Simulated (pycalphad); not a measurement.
# Phase fractions of Mg-8.053Si-7.628Al (wt.%)

All values are pycalphad results on the COST 507 light-alloy database (1999) (1 atm), not direct measurements. The data set is of 1999 and partly superseded. Phase fractions are per mole of atoms. Diffusion is slow at the low end, where real alloys seldom reach equilibrium.

| T (°C) | liquid | MG2SI | hcp | ALMG_GAMMA |
|---|---|---|---|---|
| 857 | 1.000 | - | - | - |
| 777 | 0.939 | 0.061 | - | - |
| 697 | 0.862 | 0.138 | - | - |
| 617 | 0.819 | 0.181 | - | - |
| 537 | 0.228 | 0.209 | 0.562 | - |
| 457 | - | 0.213 | 0.787 | - |
| 377 | - | 0.213 | 0.787 | - |
| 297 | - | 0.213 | 0.716 | 0.071 |
| 217 | - | 0.213 | 0.669 | 0.118 |
| 137 | - | 0.213 | 0.641 | 0.146 |

Database names, with the compositions (at.%) that they take in these runs: MG2SI: Mg 67 Si 33; ALMG_GAMMA: Mg 59 Al 41.
